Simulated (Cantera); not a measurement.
What does this Cantera script print?

```python
import numpy as np
import cantera as ct

gas_names = """
    CL CL2 H HCL H2 Si SiCL SiCL2 SiCL3 SiCL4 SiH SiHCL3 SiH2 SiH2CL2 SiH3 SiH3CL SiH4 Si2 Si3
""".split()
cond_names = """
    Si(cr) Si(L)
""".split()


# ... load() reads the species with a 1 bar reference pressure and builds the phases ...
atoms = {
    'Si': {'Si': 1},
    'HCl': {'H': 1, 'CL': 1},
    'H2': {'H': 2},
}
top_T = {}  # K; cautious upper limits of use, not melting points


# ... equilibrate(T, P, feed) seeds the gas with the atoms and calls Mixture.equilibrate('TP', solver="vcs", rtol=1e-11, max_steps=5000) ...
results = []
feed = {'Si': 1, 'HCl': 2.5, 'H2': 2.6}  # mol
T = 823  # K
P = 2200000  # Pa
mix = equilibrate(T, P, feed)
results.append((T, P, feed, dict(zip(mix.species_names, mix.species_moles))))
x = sorted(zip(gas.X, gas.species_names), reverse=True)
print(f"T = {T:g} K  P = {P:g} Pa  gas = {mix.phase_moles(0):.4g} mol")
print("   x: " + "  ".join(f"{s} {v:.3e}" for v, s in x if v > 1e-06))
print("   condensed (mol): " + ("  ".join(f"{mix.phase(i).name} {mix.phase_moles(i):.4g}"
      for i in range(1, mix.n_phases) if mix.phase_moles(i) > 1e-12) or "none"))
```

It prints:

```
T = 823 K  P = 2.2e+06 Pa  gas = 4.351 mol
   x: H2 8.272e-01  SiHCL3 9.260e-02  SiCL4 6.866e-02  SiH2CL2 1.051e-02  HCL 7.401e-04  SiH3CL 2.787e-04  SiCL3 2.361e-05  SiH4 3.391e-06
   condensed (mol): Si(cr) 0.2513
```

Cantera equilibrium calculation (NASA polynomials, part measured and part estimated; ideal gas, pure solids and liquids). The tables' values for SiCl3 are old estimates; treat these amounts as uncertain.
